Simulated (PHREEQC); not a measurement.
1 kg of water holding 0.0057 mol K2SO4, 0.0036 mol K2CO3, 0.014 mol KHCO3 and 0.4 mol KCl is evaporated at 60 °C; the solids stay in contact with the brine. CO2 is held at log p = -3.4 (atm). Solids allowed: Arcanite, Kalicinite, Misenite, Sylvite. Others were left out.

Model: Pitzer model, pitzer.dat, run in PHREEQC.

```json
[
 {"water left (kg)": "1", "ionic strength": "0.444", "water activity": "0.986", "Sylvite (mol)": "0", "Arcanite (mol)": "0", "C in solution (mol/kgw)": "0.0154"},
 {"water left (kg)": "0.6756", "ionic strength": "0.658", "water activity": "0.980", "Sylvite (mol)": "0", "Arcanite (mol)": "0", "C in solution (mol/kgw)": "0.0216"},
 {"water left (kg)": "0.5553", "ionic strength": "0.802", "water activity": "0.976", "Sylvite (mol)": "0", "Arcanite (mol)": "0", "C in solution (mol/kgw)": "0.0256"},
 {"water left (kg)": "0.3751", "ionic strength": "1.19", "water activity": "0.964", "Sylvite (mol)": "0", "Arcanite (mol)": "0", "C in solution (mol/kgw)": "0.0360"},
 {"water left (kg)": "0.3083", "ionic strength": "1.45", "water activity": "0.956", "Sylvite (mol)": "0", "Arcanite (mol)": "0", "C in solution (mol/kgw)": "0.0427"},
 {"water left (kg)": "0.2083", "ionic strength": "2.14", "water activity": "0.935", "Sylvite (mol)": "0", "Arcanite (mol)": "0", "C in solution (mol/kgw)": "0.0605"},
 {"water left (kg)": "0.1408", "ionic strength": "3.18", "water activity": "0.902", "Sylvite (mol)": "0", "Arcanite (mol)": "0", "C in solution (mol/kgw)": "0.0863"},
 {"water left (kg)": "0.1157", "ionic strength": "3.87", "water activity": "0.879", "Sylvite (mol)": "0", "Arcanite (mol)": "0", "C in solution (mol/kgw)": "0.103"},
 {"water left (kg)": "0.07819", "ionic strength": "5.73", "water activity": "0.818", "Sylvite (mol)": "0", "Arcanite (mol)": "0", "C in solution (mol/kgw)": "0.150"},
 {"water left (kg)": "0.06429", "ionic strength": "6.57", "water activity": "0.790", "Sylvite (mol)": "0.0254", "Arcanite (mol)": "0", "C in solution (mol/kgw)": "0.181"},
 {"water left (kg)": "0.04346", "ionic strength": "6.69", "water activity": "0.789", "Sylvite (mol)": "0.151", "Arcanite (mol)": "0.00198", "C in solution (mol/kgw)": "0.264"},
 {"water left (kg)": "0.03575", "ionic strength": "6.77", "water activity": "0.788", "Sylvite (mol)": "0.198", "Arcanite (mol)": "0.00273", "C in solution (mol/kgw)": "0.319"},
 {"water left (kg)": "0.02419", "ionic strength": "7.00", "water activity": "0.785", "Sylvite (mol)": "0.267", "Arcanite (mol)": "0.00385", "C in solution (mol/kgw)": "0.467"},
 {"water left (kg)": "0.01639", "ionic strength": "7.33", "water activity": "0.781", "Sylvite (mol)": "0.314", "Arcanite (mol)": "0.00459", "C in solution (mol/kgw)": "0.684"},
 {"water left (kg)": "0.01349", "ionic strength": "7.55", "water activity": "0.778", "Sylvite (mol)": "0.332", "Arcanite (mol)": "0.00486", "C in solution (mol/kgw)": "0.829"},
 {"water left (kg)": "0.009148", "ionic strength": "8.17", "water activity": "0.768", "Sylvite (mol)": "0.358", "Arcanite (mol)": "0.00524", "C in solution (mol/kgw)": "1.22"},
 {"water left (kg)": "0.007545", "ionic strength": "8.59", "water activity": "0.761", "Sylvite (mol)": "0.367", "Arcanite (mol)": "0.00537", "C in solution (mol/kgw)": "1.47"},
 {"water left (kg)": "0.005131", "ionic strength": "9.76", "water activity": "0.738", "Sylvite (mol)": "0.382", "Arcanite (mol)": "0.00555", "C in solution (mol/kgw)": "2.16"}
]
```

Sylvite from water left = 0.06429 kg (pH 9.97); Arcanite from water left = 0.05286 kg (pH 10.02).

Constants without temperature data keep their 25 °C values here.
